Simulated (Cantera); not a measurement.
# Equilibrium for oxide etching and cleaning by halides: B2O3 + NF3 + H2 + Cl2

Feed: 1 mol B2O3, 0.51 mol NF3, 19 mol H2, 22 mol Cl2.

Method: chemical equilibrium by Gibbs-energy minimisation in Cantera with the NASA 1993 tables (ideal gas, pure condensed phases). Candidate condensed phases: B, BN, B2O3, B3O3H3, H2O, NH4Cl; 75 gas species. The tables' values for BCl2, BF2 are old estimates. Equilibrium is a limit: real reactors are often held back by kinetics, nucleation or transport.

Stable condensed phases:

```
T in °C \ P in Pa
              1    3.2     10     32    100    320   1000   3200  10000  32000 100000
   1627       A      A      A      A      A      A      A      A      A      A      A
   1577       A      A      A      A      A      A      A      A      A      A      A
   1527       A      A      A      A      A      A      A      A      A      A      A
   1477       A      A      A      A      A      A      A      A      A      A      A
   1427       A      A      A      A      A      A      A      A      A      A      B
   1377       A      A      A      A      A      A      A      A      A      B      B
   1327       A      A      A      A      A      A      A      A      A      B      B
   1277       A      A      A      A      A      A      A      A      B      B      B
   1227       A      A      A      A      A      A      A      B      B      B      B
   1177       A      A      A      A      A      A      B      B      B      B      B
   1127       A      A      A      A      A      B      B      B      B      B      B
   1077       A      A      A      A      B      B      B      B      B      B      B
```

A: gas only; B: B2O3.
